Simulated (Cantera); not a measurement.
**Adiabatic ignition**

An adiabatic, constant-volume homogeneous reactor starts with CO : H₂ : CH₄ : O₂ : N₂ : H₂O = 1 : 0.51 : 0.21 : 2.1 : 7.89 : 2.3 (molar parts), equivalence ratio 0.56, at 1025 K and 8.70 bar.

Cantera simulation using GRI-Mech 3.0 (53 species, 325 reactions); the numbers are that mechanism's predictions, not measurements.

```tsv
t (s)	T (K)	P (bar)	x CO	x H₂	x CH₄	x CH₂	x H₂O₂	x NO
6.00e-6	1025	8.70	0.0714	0.0364	0.0150	<1e-12	2.88e-12	<1e-12
1.26e-5	1025	8.70	0.0714	0.0364	0.0150	<1e-12	1.42e-11	<1e-12
2.66e-5	1025	8.70	0.0714	0.0364	0.0150	<1e-12	6.84e-11	<1e-12
5.59e-5	1025	8.70	0.0714	0.0364	0.0150	<1e-12	3.27e-10	<1e-12
0.000118	1025	8.70	0.0714	0.0364	0.0150	<1e-12	1.53e-9	<1e-12
0.000247	1025	8.70	0.0714	0.0364	0.0150	<1e-12	7.04e-9	<1e-12
0.000521	1025	8.70	0.0714	0.0364	0.0150	<1e-12	3.27e-8	<1e-12
0.00110	1025	8.70	0.0714	0.0364	0.0150	<1e-12	1.78e-7	<1e-12
0.00230	1026	8.71	0.0713	0.0364	0.0150	<1e-12	1.78e-6	<1e-12
0.00485	1035	8.78	0.0709	0.0360	0.0149	<1e-12	2.79e-5	<1e-12
0.0102	2317	18.6	0.00103	0.000489	<1e-12	<1e-12	1.26e-6	0.000894
0.0215	2309	18.6	0.00100	0.000475	<1e-12	<1e-12	1.22e-6	0.00418
0.0452	2303	18.5	0.000975	0.000464	<1e-12	<1e-12	1.18e-6	0.00687
0.0951	2302	18.5	0.000968	0.000461	<1e-12	<1e-12	1.18e-6	0.00760
0.200	2302	18.5	0.000967	0.000461	<1e-12	<1e-12	1.18e-6	0.00763
```
x: mole fraction; the columns are a selection and need not sum to one.

The time of steepest temperature rise comes out as 7.93 ms and the temperature at 0.200 s is 2302 K. The equilibrium temperature is 2302 K and the x(CO) at 0.200 s comes out as 0.000967 (gas-phase equilibrium 0.000967). The x(H₂) at 0.200 s is 0.000461 (gas-phase equilibrium 0.000461) and the x(CH₄) at 0.200 s is <1e-12 (gas-phase equilibrium <1e-12).
